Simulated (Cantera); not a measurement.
An adiabatic, constant-pressure homogeneous reactor starts with 4.49 % H2, 20.0 % O2, 75.5 % N2, at 1575 K and 10.0 bar.

Model: GRI-Mech 3.0 (53 species, 325 reactions), integrated in Cantera. The hydrogen kinetics of GRI-Mech 3.0 are dated; newer H2 mechanisms differ, most at raised pressure.

Question: Predict: time of steepest temperature rise; temperature at 8.00 s; equilibrium temperature; x(H2) at 8.00 s; x(O2) at 8.00 s; x(H) at 8.00 s; x(NO) at 8.00 s; x(H2O2) at 8.00 s; x(N2O) at 8.00 s.

Answer: 
| Property | Value |
|---|---|
| time of steepest temperature rise | 2.18 µs |
| temperature at 8.00 s | 1878 K |
| equilibrium temperature | 1877 K |
| x(H2) at 8.00 s | 3.73e-6 (gas-phase equilibrium 3.69e-6) |
| x(O2) at 8.00 s | 0.180 (gas-phase equilibrium 0.179) |
| x(H) at 8.00 s | 4.14e-7 (gas-phase equilibrium 4.07e-7) |
| x(NO) at 8.00 s | 0.00432 (gas-phase equilibrium 0.00490) |
| x(H2O2) at 8.00 s | 7.42e-8 (gas-phase equilibrium 7.38e-8) |
| x(N2O) at 8.00 s | 8.73e-7 (gas-phase equilibrium 8.71e-7) |
